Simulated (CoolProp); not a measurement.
A simple Rankine cycle with toluene: condensing at 329.15 K, boiler at 1.59 MPa, turbine inlet 619 K, turbine efficiency 0.7, pump efficiency 0.6, no recuperator. Each further row changes one setting.

Computed with CoolProp (reference Helmholtz-energy equation of state, Lemmon 2006). It is a short technical equation, of lower accuracy than the large ones.

```
case                             thermal efficiency (%)  net work (kJ/kg)  heat in (kJ/kg)  turbine exit temperature (K)  volume ratio over the turbine
-------------------------------  ----------------------  ----------------  ---------------  ----------------------------  -----------------------------
as stated                                          17.5               153              875                         531.4                           99.3
condensing temperature 321.15 K                    18.4               163              889                         525.9                            138
boiler pressure 1.11 MPa                           16.4               145              884                         540.2                           67.3
turbine efficiency 0.6                             14.9               131              875                         542.7                            101
```
